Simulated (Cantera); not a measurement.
An adiabatic, constant-volume homogeneous reactor starts with 5.13 % CH₄, 0.461 % H₂, 17.6 % O₂, 66.6 % N₂, 10.1 % H₂O, at 1298 K and 7.50 atm.

Model: GRI-Mech 3.0 (53 species, 325 reactions), integrated in Cantera.

One state of this run: T (K) = 2517; P (bar) = 14.8; x CH₄ = <1e-12; x H₂ = 0.00135; x O₂ = 0.0644; x O = 0.00105; x HCN = 1.25e-11. x: mole fraction; the columns are a selection and need not sum to one.

Q: Which value of t (s) does it belong to?
A) 0.0117
B) 0.000194
C) 0.000540
D) 2.51e-5

A: A, 0.0117
